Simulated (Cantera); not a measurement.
A closed system holds: 1 mol TiO2, 0.36 mol SiCl4, 8.3 mol O2, equilibrated at 1648.15 K and 26.0 Pa.

Cantera equilibrium calculation (NASA polynomials, part measured and part estimated; ideal gas, pure solids and liquids). Candidate condensed phases: Si, SiO2, Ti, TiCl2, TiCl3, TiCl4, TiO, TiO2, Ti2O3, Ti3O5, Ti4O7; 24 gas species. Mutual solubility and eutectic melting of coexisting phases are not modelled. The tables hold silica as quartz up to 1696 K and as liquid above; real silica turns to tridymite and cristobalite and melts near 1996 K. Condensed phases not in the tables: alloys, solid solutions and most ternary compounds. Kinetics and transport are ignored.

Base state: O2 0.845, Cl 0.153, O 0.00145, Cl2 0.000289, ClO 4.69e-5 (mole fractions); condensed: SiO2(β-quartz) + TiO2(rutile).

Problem. What changes in the equilibrium state with this change: TiO2 replaced by B2O3?

Solution. 
```json
[
 {"species": "O2", "before": "0.845", "after": "0.759"},
 {"species": "Cl", "before": "0.153", "after": "0.136"},
 {"species": "B2O3", "before": "0", "after": "0.0883"},
 {"species": "BO2", "before": "0", "after": "0.0137"},
 {"species": "BOCl", "before": "0", "after": "0.00170"},
 {"species": "Cl2", "before": "0.000289", "after": "0.000229"},
 {"species": "ClO", "before": "4.69e-5", "after": "3.95e-5"},
 {"species": "O", "before": "0.00145", "after": "0.00137"},
 {"species": "SiO2(β-quartz), mol", "before": "0.360", "after": "0.360"},
 {"species": "TiO2(rutile), mol", "before": "1.000", "after": "0"}
]
```
The tables' values for BOCl are old estimates; treat these amounts as uncertain. Further candidate phases: B, B2O3.
